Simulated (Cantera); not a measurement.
A perfectly stirred reactor is fed with H2 : O2 : N2 = 1 : 0.61 : 2.29 (molar parts), at 1.00 bar; it is adiabatic with a 400 K inlet, and is followed from long to short residence time, starting on the burning branch (τ in s: 0.03, 0.013, 0.0057, 0.0025, 0.0011, 0.00048, 0.00021, 9.1e-05, 4e-05).

Detailed kinetics in Cantera: the H2/O2 subset of GRI-Mech 3.0, which has no nitrogen chemistry.

Task: What does this change do: inlet temperature 400 to 475 K?

Result: 
```json
[
 {"quantity": "blow-out, bracketed by the residence times tried", "before": "burning at 40.0 µs, the shortest tried", "after": "burning at 40.0 µs, the shortest tried"},
 {"quantity": "x(H2) at τ = 30.0 ms", "before": "0.00373", "after": "0.00448"},
 {"quantity": "x(O2) at τ = 30.0 ms", "before": "0.0318", "after": "0.0318"},
 {"quantity": "x(O) at τ = 30.0 ms", "before": "0.000969", "after": "0.00119"},
 {"quantity": "x(H) at τ = 30.0 ms", "before": "0.000669", "after": "0.000868"},
 {"quantity": "x(H2O) at τ = 30.0 ms", "before": "0.285", "after": "0.283"},
 {"quantity": "x(H2) at τ = 1.10 ms", "before": "0.0143", "after": "0.0149"},
 {"quantity": "x(O2) at τ = 1.10 ms", "before": "0.0350", "after": "0.0349"},
 {"quantity": "x(O) at τ = 1.10 ms", "before": "0.00416", "after": "0.00441"},
 {"quantity": "x(H) at τ = 1.10 ms", "before": "0.00601", "after": "0.00628"},
 {"quantity": "x(H2O) at τ = 1.10 ms", "before": "0.265", "after": "0.263"}
]
```

Task: What does this change do: pressure from 1.00 bar to 5.00 bar?

Result: 
| quantity | before | after |
|---|---|---|
| blow-out, bracketed by the residence times tried | burning at 40.0 µs, the shortest tried | burning at 40.0 µs, the shortest tried |
| x(H2) at τ = 30.0 ms | 0.00373 | 0.00154 |
| x(O2) at τ = 30.0 ms | 0.0318 | 0.0316 |
| x(O) at τ = 30.0 ms | 0.000969 | 0.000394 |
| x(H) at τ = 30.0 ms | 0.000669 | 0.000171 |
| x(H2O) at τ = 30.0 ms | 0.285 | 0.289 |
| x(H2) at τ = 1.10 ms | 0.0143 | 0.00332 |
| x(O2) at τ = 1.10 ms | 0.0350 | 0.0319 |
| x(O) at τ = 1.10 ms | 0.00416 | 0.000750 |
| x(H) at τ = 1.10 ms | 0.00601 | 0.000502 |
| x(H2O) at τ = 1.10 ms | 0.265 | 0.286 |
The hydrogen kinetics of GRI-Mech 3.0 are dated; newer H2 mechanisms differ, most at raised pressure.
